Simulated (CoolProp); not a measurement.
Aqueous potassium acetate as a coolant, 6 % by mass, freezing at -2.5 °C, 1 atm.

The numbers come from the Melinder's fits for secondary coolants in CoolProp.

```csv
T (°C),cp (kJ/(kg K)),Prandtl number,viscosity (mPa s),density (kg/m³)
1.2,3.951,14.3,1.98,1035
5,3.950,12.5,1.75,1035
8.7,3.951,11.0,1.56,1034
12.5,3.952,9.79,1.40,1033
16.2,3.953,8.79,1.27,1033
20,3.956,7.92,1.16,1032
23.7,3.958,7.19,1.06,1031
27.5,3.960,6.55,0.976,1030
31.2,3.962,6.00,0.902,1029
35,3.964,5.50,0.834,1027
38.7,3.966,5.07,0.775,1026
```
